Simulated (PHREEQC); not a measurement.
A solution holds 0.095 mol Ni(NO3)2 and 0.04 mol H2SO4 per kg of water, at 25 °C. Closed to the air; pH follows from the charge balance.

All values are PHREEQC results (ion-association model, wateq4f.dat), not measurements.

This is a speciation only: nothing precipitates in the calculation.

Problem. Predict the pH, activity of water, ionic strength.

Solution. pH 1.31; activity of water 0.994; ionic strength 0.324 mol/kgw.

Problem. In which forms is Ni present?

Solution. Ni+2 88 %, NiSO4 12 % of the Ni.

Species that the database lacks are ignored.
